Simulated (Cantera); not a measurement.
An adiabatic, constant-volume homogeneous reactor starts with CH₃OH : O₂ : N₂ = 1 : 3.66 : 13.8 (molar parts), at 1800 K and 180000 Pa.

Detailed kinetics in Cantera: GRI-Mech 3.0 (53 species, 325 reactions). GRI-Mech 3.0 was tuned for natural gas; its chemistry of methanol as a main component is partial and can be far from experiment.

Task: Predict: time of steepest temperature rise; temperature at 6.00 s; equilibrium temperature; x(O₂) at 6.00 s; x(H) at 6.00 s; x(H₂O₂) at 6.00 s.

Result: time of steepest temperature rise: 18.8 µs
temperature at 6.00 s: 2674 K
equilibrium temperature: 2674 K
x(O₂) at 6.00 s: 0.101 (gas-phase equilibrium 0.101)
x(H) at 6.00 s: 0.00150 (gas-phase equilibrium 0.00150)
x(H₂O₂) at 6.00 s: 4.95e-7 (gas-phase equilibrium 4.95e-7)
